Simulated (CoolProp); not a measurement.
Vapour pressure (bar) of CH3F (R41): the reference equation beside estimates from Tc = 317.3 K, pc = 59.06 bar, ω = 0.200. Clausius-Clapeyron is anchored at 165.5 K with a constant enthalpy of vaporisation of 17.88 kJ/mol.

Model: reference Helmholtz-energy equation of state, Lemmon 2006, in CoolProp. It is a short technical equation, of lower accuracy than the large ones.

```csv
T (K),reference,Lee-Kesler,Clausius-Clapeyron,van der Waals,Redlich-Kwong,Soave-Redlich-Kwong
156.5,0.06788,0.05793,0.06897,1.496,0.1103,0.05918
161,0.1006,0.08739,0.1013,1.813,0.1633,0.08913
165.5,0.1456,0.1286,0.1456,2.174,0.2354,0.1309
170,0.2061,0.1848,0.2054,2.584,0.3312,0.1877
174.5,0.2858,0.2600,0.2846,3.046,0.4556,0.2636
179.1,0.3918,0.3613,0.3906,3.574,0.6184,0.3655
183.6,0.5242,0.4894,0.5242,4.150,0.8184,0.4940
188.1,0.6905,0.6521,0.6938,4.786,1.065,0.6569
192.6,0.8965,0.8556,0.9062,5.486,1.365,0.8603
197.1,1.149,1.107,1.169,6.252,1.726,1.111
201.6,1.454,1.413,1.492,7.088,2.155,1.416
206.1,1.819,1.781,1.883,7.995,2.658,1.784
210.6,2.252,2.221,2.353,8.977,3.243,2.222
```

Absolute difference from the reference over all 13 rows, mean and median: Lee-Kesler 7.2 and 6.6 %, Clausius-Clapeyron 1.3 and 0.7 %, van der Waals 876.7 and 691.7 %, Redlich-Kwong 55.0 and 56.1 %, Soave-Redlich-Kwong 6.3 and 5.8 %.
